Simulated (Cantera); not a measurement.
Cantera run, input and output.

```python
import numpy as np
import cantera as ct

gas = ct.Solution("gri30.yaml")
gas.TPX = 475, 29000, {'C3H8': 1, 'O2': 3.57, 'N2': 13.4}
flame = ct.FreeFlame(gas, width=0.095)
flame.set_refine_criteria(ratio=3, slope=0.08, curve=0.16)
flame.transport_model = "mixture-averaged"
flame.solve(loglevel=0, auto=True)
flame.transport_model = "multicomponent"
flame.soret_enabled = False
flame.solve(loglevel=0, refine_grid=True)
z, T = flame.grid, flame.T
thick = (T[-1] - T[0]) / np.gradient(T, z).max()
show = ['C3H8', 'O2', 'C2H2', 'NO', 'HO2', 'HCO']
print(f"laminar burning velocity  {flame.velocity[0] * 100:.3f} cm/s")
print(f"burnt temperature         {T[-1]:.1f} K")
print(f"thermal thickness         {thick * 1e3:.4f} mm")
print(f"grid points               {len(z)}")
z0 = z[flame.heat_release_rate.argmax()]
print(f"{'z/mm':>9s}{'T/K':>9s}{'u/(m/s)':>9s}" + "".join(f"{s:>11s}" for s in show))
rows = []
for k in (-3, -2, -1.5, -1, -0.5, -0.25, 0, 0.25, 0.5, 1, 2, 4, 8):
    zz = z0 + k * thick
    rows.append([k * thick, np.interp(zz, z, T), np.interp(zz, z, flame.velocity),
                 *(np.interp(zz, z, flame.X[gas.species_index(s)]) for s in show)])
    print(f"{rows[-1][0] * 1e3:9.3f}{rows[-1][1]:9.1f}{rows[-1][2]:9.3f}" + "".join(f"{x:11.3e}" for x in rows[-1][3:]))
```

It prints:

```
laminar burning velocity  93.375 cm/s
burnt temperature         2142.4 K
thermal thickness         0.9942 mm
grid points               154
     z/mm      T/K  u/(m/s)       C3H8         O2       C2H2         NO        HO2        HCO
   -2.983    475.1    0.936  5.553e-02  1.982e-01  6.259e-08  4.707e-10  6.331e-08  9.231e-18
   -1.988    476.8    0.944  5.530e-02  1.971e-01  1.227e-06  6.958e-09  9.087e-07  5.688e-15
   -1.491    484.8    0.965  5.497e-02  1.951e-01  8.712e-06  4.013e-08  4.890e-06  1.369e-12
   -0.994    547.9    1.107  5.376e-02  1.871e-01  9.566e-05  3.505e-07  2.779e-05  1.061e-09
   -0.497    952.2    2.010  3.819e-02  1.441e-01  1.147e-03  3.321e-06  7.548e-05  9.457e-07
   -0.249   1347.0    2.967  1.279e-02  9.754e-02  2.966e-03  7.514e-06  1.872e-04  3.471e-05
    0.000   1713.8    3.885  4.723e-04  5.001e-02  5.077e-03  1.520e-05  1.049e-04  9.511e-05
    0.249   1914.9    4.371  1.103e-06  2.126e-02  2.960e-03  2.784e-05  1.326e-05  4.371e-05
    0.497   1988.8    4.537  3.919e-10  8.694e-03  8.253e-04  4.169e-05  1.738e-06  1.157e-05
    0.994   2020.9    4.593  7.821e-16  2.216e-03  4.260e-05  6.025e-05  2.722e-07  5.788e-07
    1.988   2033.5    4.607 -9.839e-17  1.094e-03  2.596e-07  7.324e-05  1.560e-07  8.769e-08
    3.977   2046.2    4.629  1.872e-18  9.053e-04  1.443e-10  7.874e-05  1.332e-07  7.850e-08
    7.953   2064.5    4.665 -6.439e-20  7.111e-04  1.549e-14  8.141e-05  1.086e-07  6.901e-08
```

Model: GRI-Mech 3.0 (53 species, 325 reactions), integrated in Cantera. GRI-Mech 3.0 was tuned for natural gas; its chemistry of propane as a main component is partial and can be far from experiment. Burning velocities carry a grid error of a few per cent, more on coarse grids.
